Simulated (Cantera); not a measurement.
A Cantera script and its output.

```python
import numpy as np
import cantera as ct

gas = ct.Solution("gri30.yaml")
gas.TPX = 1150, 31000, {'N2O': 1, 'O2': 1.1}
reactor = ct.IdealGasConstPressureReactor(gas, energy="off", clone=False)
net = ct.ReactorNet([reactor])
net.rtol, net.atol = 1e-08, 1e-18
show = ['N2O', 'O2', 'NO', 'N2', 'O', 'NO2']
times = np.geomspace(4e-06, 20, 13)

steps = ct.SolutionArray(gas, extra=["t"])
rows = []
print(f"{'t/s':>10s}{'T/K':>9s}{'P/Pa':>11s}" + "".join(f"{s:>11s}" for s in show))
for t in times:
    while net.time < t:
        t_next = net.step()
        steps.append(gas.state, t=t_next)
    rows.append([np.interp(t, steps.t, y) for y in (steps.T, steps.P, *steps(*show).X.T)])
    print(f"{t:10.3e}{rows[-1][0]:9.1f}{rows[-1][1]:11.4g}" + "".join(f"{x:11.3e}" for x in rows[-1][2:]))
rate = np.gradient(steps.T, steps.t)
print("integrator steps:", len(steps.t))
if steps.T.max() > steps.T[0] + 200:
    print(f"time of steepest temperature rise: {steps.t[rate.argmax()]:.4e} s")
gas.TPX = 1150, 31000, {'N2O': 1, 'O2': 1.1}
gas.equilibrate("TP")
print(f"equilibrium (TP): T = {gas.T:.1f} K  " + "  ".join(f"{s} {gas[s].X[0]:.3e}" for s in show))
```

It prints:

```
       t/s      T/K       P/Pa        N2O         O2         NO         N2          O        NO2
 4.000e-06   1150.0    3.1e+04  4.762e-01  5.238e-01  4.620e-10  6.891e-08  6.374e-08  3.428e-18
 1.446e-05   1150.0    3.1e+04  4.762e-01  5.238e-01  5.634e-09  2.703e-07  2.073e-07  3.230e-16
 5.231e-05   1150.0    3.1e+04  4.762e-01  5.238e-01  5.818e-08  1.180e-06  5.288e-07  2.875e-14
 1.891e-04   1150.0    3.1e+04  4.762e-01  5.238e-01  4.040e-07  5.300e-06  7.809e-07  1.323e-12
 6.840e-04   1150.0    3.1e+04  4.762e-01  5.238e-01  1.808e-06  2.102e-05  7.963e-07  2.630e-11
 2.473e-03   1150.0    3.1e+04  4.761e-01  5.238e-01  6.893e-06  7.791e-05  7.963e-07  3.796e-10
 8.944e-03   1150.0    3.1e+04  4.758e-01  5.239e-01  2.527e-05  2.835e-04  7.963e-07  5.004e-09
 3.234e-02   1150.0    3.1e+04  4.749e-01  5.240e-01  9.158e-05  1.026e-03  7.961e-07  6.030e-08
 1.170e-01   1150.0    3.1e+04  4.714e-01  5.246e-01  3.296e-04  3.695e-03  7.954e-07  5.969e-07
 4.229e-01   1150.0    3.1e+04  4.592e-01  5.265e-01  1.170e-03  1.314e-02  7.919e-07  3.788e-06
 1.529e+00   1150.0    3.1e+04  4.182e-01  5.330e-01  3.970e-03  4.483e-02  7.787e-07  1.534e-05
 5.531e+00   1150.0    3.1e+04  3.036e-01  5.511e-01  1.164e-02  1.335e-01  7.283e-07  4.733e-05
 2.000e+01   1150.0    3.1e+04  1.128e-01  5.820e-01  2.331e-02  2.818e-01  5.291e-07  9.883e-05
integrator steps: 584
equilibrium (TP): T = 1150.0 K  N2O 4.445e-09  O2 6.153e-01  NO 1.579e-04  N2 3.845e-01  O 1.179e-08  NO2 3.257e-06
```

Detailed kinetics in Cantera: GRI-Mech 3.0 (53 species, 325 reactions). GRI-Mech 3.0 was tuned for natural gas; its chemistry of N2O as a main component is partial and can be far from experiment. The mechanism lacks the step 2 NO + O2 → 2 NO2, which can matter for NO2 below about 1400 K. The temperature is held fixed by assumption; the heat of reaction is taken as removed at once.
